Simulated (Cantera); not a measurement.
Charge: 1 mol Si3N4, 0.011 mol N2O, 81 mol H2, equilibrated at 1775 °C and 0.000190 bar.

Cantera equilibrium calculation (NASA polynomials, part measured and part estimated; ideal gas, pure solids and liquids). Candidate condensed phases: H2O, Si, SiO2, Si2N2O, Si3N4; 35 gas species. The tables' values for SiN are old estimates; treat these amounts as uncertain. Rates play no part.

Q: What is the equilibrium state?

A: 
```json
{
  "x(H2)": "0.801",
  "x(H)": "0.145",
  "x(Si)": "0.0319",
  "x(N2)": "0.0217",
  "x(SiH)": "0.000239",
  "x(SiO)": "0.000119",
  "x(Si2)": "2.97e-5",
  "x(SiN)": "1.51e-5",
  "x(SiH2)": "8.89e-6",
  "gas_amount": "92.74 mol",
  "log10 activity of Si(l) (absent)": "-1.10"
}
```
